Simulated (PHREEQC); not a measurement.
Consider water at 25 °C with 0.0027 mol HBr, 0.0017 mol AlCl3 and 0.00013 mol KCl per kg of water. Closed to the air; pH follows from the charge balance.

Computed with PHREEQC (ion-association model, phreeqc.dat).

This is a speciation only: nothing precipitates in the calculation.

Task: Predict the pH, specific conductance.

Result: pH 2.61; specific conductance 1690 µS/cm.

Complexes and solids missing from the database can't appear.
